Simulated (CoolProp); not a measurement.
Vapour-liquid equilibrium of R125 (1) + R245fa (2) at 194.7 K; x and y are mole fractions of (1).

Model: multi-fluid Helmholtz-energy mixture model, Lemmon 2005 and Akasaka 2015; pair parameters Bell 2016, in CoolProp.

Give the bubble pressure and the first vapour's composition at x = 0.05, 0.25, 0.55. Is there an azeotrope?

x = 0.05: 0.001361 MPa, y = 0.834; x = 0.25: 0.005210 MPa, y = 0.965; x = 0.55: 0.01006 MPa, y = 0.988. No azeotrope shows between x = 0.05 and 0.95.

Pair parameters are fitted to limited data, so mixtures are less certain than the pure fluids.
